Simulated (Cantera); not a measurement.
A Cantera script and its output.

```python
import numpy as np
import cantera as ct

gas = ct.Solution("h2o2.yaml")
gas.TPX = 975, 260000, {'H2': 1, 'O2': 1.52, 'N2': 5.7}
reactor = ct.IdealGasReactor(gas, energy="on", clone=False)
net = ct.ReactorNet([reactor])
net.rtol, net.atol = 1e-08, 1e-16
show = ['H2', 'O2', 'O', 'OH', 'H2O2', 'H2O', 'HO2']
times = np.geomspace(1e-06, 0.4, 12)

steps = ct.SolutionArray(gas, extra=["t"])
rows = []
print(f"{'t/s':>10s}{'T/K':>9s}{'P/Pa':>11s}" + "".join(f"{s:>11s}" for s in show))
for t in times:
    while net.time < t:
        t_next = net.step()
        steps.append(gas.state, t=t_next)
    rows.append([np.interp(t, steps.t, y) for y in (steps.T, steps.P, *steps(*show).X.T)])
    print(f"{t:10.3e}{rows[-1][0]:9.1f}{rows[-1][1]:11.4g}" + "".join(f"{x:11.3e}" for x in rows[-1][2:]))
rate = np.gradient(steps.T, steps.t)
print("integrator steps:", len(steps.t))
if steps.T.max() > steps.T[0] + 200:
    print(f"time of steepest temperature rise: {steps.t[rate.argmax()]:.4e} s")
gas.TPX = 975, 260000, {'H2': 1, 'O2': 1.52, 'N2': 5.7}
gas.equilibrate("UV")
print(f"equilibrium (UV): T = {gas.T:.1f} K  " + "  ".join(f"{s} {gas[s].X[0]:.3e}" for s in show))
```

Output:

```
       t/s      T/K       P/Pa         H2         O2          O         OH       H2O2        H2O        HO2
 1.000e-06    975.0    2.6e+05  1.217e-01  1.849e-01  1.433e-12  7.206e-13  2.363e-15  1.480e-12  2.876e-11
 3.231e-06    975.0    2.6e+05  1.217e-01  1.849e-01  6.151e-12  2.121e-12  3.120e-14  1.697e-11  1.213e-10
 1.044e-05    975.0    2.6e+05  1.217e-01  1.849e-01  1.230e-11  3.740e-12  4.285e-13  1.233e-10  5.135e-10
 3.372e-05    975.0    2.6e+05  1.217e-01  1.849e-01  1.377e-11  4.129e-12  5.462e-12  5.641e-10  1.932e-09
 1.089e-04    975.0    2.6e+05  1.217e-01  1.849e-01  1.432e-11  4.299e-12  6.205e-11  2.047e-09  6.587e-09
 3.519e-04    975.0    2.6e+05  1.217e-01  1.849e-01  1.623e-11  4.913e-12  6.682e-10  7.276e-09  2.206e-08
 1.137e-03    975.0    2.6e+05  1.217e-01  1.849e-01  2.397e-11  7.673e-12  7.190e-09  3.003e-08  7.774e-08
 3.672e-03    975.0    2.6e+05  1.217e-01  1.849e-01  7.352e-11  2.799e-11  8.823e-08  2.207e-07  3.656e-07
 1.186e-02    975.1    2.6e+05  1.216e-01  1.849e-01  1.291e-09  6.354e-10  3.463e-06  8.222e-06  4.956e-06
 3.833e-02   2077.9  5.207e+05  7.940e-05  1.315e-01  1.902e-04  1.976e-03  2.530e-07  1.284e-01  4.620e-06
 1.238e-01   2077.9  5.207e+05  7.940e-05  1.315e-01  1.902e-04  1.976e-03  2.530e-07  1.284e-01  4.620e-06
 4.000e-01   2077.9  5.207e+05  7.940e-05  1.315e-01  1.902e-04  1.976e-03  2.530e-07  1.284e-01  4.620e-06
integrator steps: 1439
time of steepest temperature rise: 3.3084e-02 s
equilibrium (UV): T = 2077.9 K  H2 7.940e-05  O2 1.315e-01  O 1.902e-04  OH 1.976e-03  H2O2 2.530e-07  H2O 1.284e-01  HO2 4.620e-06
```

Cantera simulation using the H2/O2 subset of GRI-Mech 3.0, which has no nitrogen chemistry; the numbers are that mechanism's predictions, not measurements. The hydrogen kinetics of GRI-Mech 3.0 are dated; newer H2 mechanisms differ, most at raised pressure.
